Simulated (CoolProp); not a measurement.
Model: reference Helmholtz-energy equation of state, Penoncello 2003, in CoolProp.

Question: Give the vapour pressure (bar), liquid density (kg/m³), enthalpy of vaporisation (kJ/kg) of saturated CHF3 (R23) at -52.25, -44.35 °C.

Answer: 
```csv
T (°C),p (bar),liquid density (kg/m³),enthalpy of vaporisation (kJ/kg)
-52.25,4.36,1330,212
-44.35,5.99,1290,204
```
